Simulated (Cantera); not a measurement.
## Counterflow diffusion flame

A counterflow diffusion flame at 101000 Pa, nozzles 20 mm apart: fuel side 25.3 % CH4, 9.09 % C2H6, 27.8 % C3H8, 37.9 % N2 at 475 K, oxidiser side 20.0 % O2, 80.0 % N2 at 300 K, fuel mass flux 0.86 times the oxidiser's; mixture-averaged transport, no radiation.

Computed with Cantera and GRI-Mech 3.0 (53 species, 325 reactions). GRI-Mech 3.0 was tuned for natural gas; its chemistry of propane as a main component is partial and can be far from experiment. GRI-Mech 3.0 has no aromatics or soot, which form on the fuel side of real flames. The maximum strain rate includes the flame's own expansion and is several times the mean. A flux with no burning solution from the previous one only brackets extinction.

```json
[
 {"oxidiser flux (kg/m²/s)": "0.25", "max strain (1/s)": "142", "mean strain (1/s)": "24.8", "T max (K)": "1934", "peak x OH": "0.00501", "peak x H": "0.00294", "peak x NO": "0.000172", "peak x CO": "0.0438", "peak x C2H2": "0.0230"},
 {"oxidiser flux (kg/m²/s)": "0.35", "max strain (1/s)": "191", "mean strain (1/s)": "34.7", "T max (K)": "1916", "peak x OH": "0.00498", "peak x H": "0.00313", "peak x NO": "0.000158", "peak x CO": "0.0441", "peak x C2H2": "0.0215"},
 {"oxidiser flux (kg/m²/s)": "0.49", "max strain (1/s)": "258", "mean strain (1/s)": "48.6", "T max (K)": "1897", "peak x OH": "0.00492", "peak x H": "0.00330", "peak x NO": "0.000142", "peak x CO": "0.0445", "peak x C2H2": "0.0199"},
 {"oxidiser flux (kg/m²/s)": "0.69", "max strain (1/s)": "351", "mean strain (1/s)": "68.5", "T max (K)": "1878", "peak x OH": "0.00484", "peak x H": "0.00347", "peak x NO": "0.000124", "peak x CO": "0.0451", "peak x C2H2": "0.0183"},
 {"oxidiser flux (kg/m²/s)": "0.97", "max strain (1/s)": "478", "mean strain (1/s)": "96.3", "T max (K)": "1856", "peak x OH": "0.00468", "peak x H": "0.00358", "peak x NO": "0.000103", "peak x CO": "0.0459", "peak x C2H2": "0.0165"},
 {"oxidiser flux (kg/m²/s)": "1.3", "max strain (1/s)": "623", "mean strain (1/s)": "129", "T max (K)": "1834", "peak x OH": "0.00448", "peak x H": "0.00363", "peak x NO": "8.33e-5", "peak x CO": "0.0468", "peak x C2H2": "0.0148"},
 {"oxidiser flux (kg/m²/s)": "1.9", "max strain (1/s)": "878", "mean strain (1/s)": "189", "T max (K)": "1797", "peak x OH": "0.00405", "peak x H": "0.00355", "peak x NO": "5.57e-5", "peak x CO": "0.0484", "peak x C2H2": "0.0120"},
 {"oxidiser flux (kg/m²/s)": "2.6", "max strain (1/s)": "1170", "mean strain (1/s)": "258", "T max (K)": "1753", "peak x OH": "0.00348", "peak x H": "0.00325", "peak x NO": "3.20e-5", "peak x CO": "0.0503", "peak x C2H2": "0.00909"}
]
```
x: mole fraction; the columns are a selection and need not sum to one.

At the next flux tried, 3.7 kg/m²/s, no burning solution was found from the previous one.
